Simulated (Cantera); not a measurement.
Cantera run:

```python
import numpy as np
import cantera as ct

gas_names = """
    CL CL2 H HCL H2 N NH NH2 NH3 N2 N2H2 N2H4 Si SiCL SiCL2 SiCL3 SiCL4 SiH SiHCL3 SiH2 SiH2CL2 SiH3
    SiH3CL SiH4 SiN Si2 Si2N Si3
""".split()
cond_names = """
    NH4CL(a) NH4CL(b) Si(cr) Si(L) Si3N4(a)
""".split()


# ... load() reads the species with a 1 bar reference pressure and builds the phases ...
atoms = {
    'SiHCl3': {'Si': 1, 'H': 1, 'CL': 3},
    'N2': {'N': 2},
}
top_T = {'Si3N4(a)': 2400}  # K; cautious upper limits of use, not melting points


# ... equilibrate(T, P, feed) seeds the gas with the atoms and calls Mixture.equilibrate('TP', solver="vcs", rtol=1e-11, max_steps=5000) ...
results = []
feed = {'SiHCl3': 1, 'N2': 2.6}  # mol
P = 11000  # Pa
for T in [750, 825, 900, 975, 1050, 1125, 1200, 1275, 1350]:
    mix = equilibrate(T, P, feed)
    results.append((T, P, feed, dict(zip(mix.species_names, mix.species_moles))))

top = {s: max(r[3][s] / sum(r[3][g] for g in gas_names) for r in results) for s in gas_names}
cols = sorted((s for s in top if top[s] > 0.0001), key=lambda s: -top[s])[:7]
seen = [c for c in cond_names if any(r[3].get(c, 0) > 1e-12 for r in results)]
print("log10 of partial pressures in bar; condensed amounts in mol")
print(f"{'T/K':>10s}" + "".join(f"{s[:9]:>10s}" for s in cols + seen))
for T, P, feed, n in results:
    ng = sum(n[g] for g in gas_names)
    print(f"{T:10.4g}" + "".join(f"{np.log10(max(n[s] / ng * P / 1e5, 1e-99)):10.3f}" for s in cols)
          + "".join(f"{n.get(c, 0):10.4g}" for c in seen))
```

Output:

```
log10 of partial pressures in bar; condensed amounts in mol
       T/K        N2       HCL     SiCL4        H2     SiCL3     SiCL2    SiHCL3  Si3N4(a)
       750    -1.162    -1.761    -1.750    -2.217    -8.069   -12.122    -5.551    0.1323
       825    -1.164    -1.731    -1.759    -2.266    -7.015   -10.327    -5.201    0.1359
       900    -1.165    -1.708    -1.765    -2.308    -6.139    -8.834    -4.912    0.1387
       975    -1.166    -1.691    -1.771    -2.346    -5.399    -7.574    -4.669     0.141
      1050    -1.167    -1.677    -1.776    -2.380    -4.766    -6.498    -4.462    0.1428
      1125    -1.168    -1.667    -1.781    -2.410    -4.220    -5.568    -4.284    0.1441
      1200    -1.169    -1.658    -1.787    -2.437    -3.744    -4.758    -4.131    0.1449
      1275    -1.169    -1.653    -1.798    -2.460    -3.330    -4.048    -3.999    0.1445
      1350    -1.170    -1.650    -1.819    -2.480    -2.971    -3.425    -3.891    0.1418
```

Cantera equilibrium calculation (NASA polynomials, part measured and part estimated; ideal gas, pure solids and liquids). N2 is the only nitrogen source here; it is nearly inert below about 1500 K, so the nitride shown seldom forms there in practice. The tables' values for SiCl3 are old estimates; treat these amounts as uncertain.
